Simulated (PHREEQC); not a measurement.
3.2 g of hydrous ferric oxide (600 m²/g; 0.2 weak and 0.005 strong sites per Fe, Dzombak-Morel constants, diffuse double layer) in 1 kg of water with 0.005 mol/kgw of an inert sodium salt, at 25 °C; the pH is set by adding NaOH or the inert anion's acid. O2 is buffered at 0.21 atm. The system is closed to CO2. No solid was allowed to form.

Computed with PHREEQC (ion-association model, wateq4f.dat).

**Question.** Predict surface charge σ (C/m²) at pH = 8.12, 10.

**Answer.** 
```tsv
pH	surface charge σ (C/m²)
8.12	0.000
10	-0.031
```

Species that the database lacks are ignored.
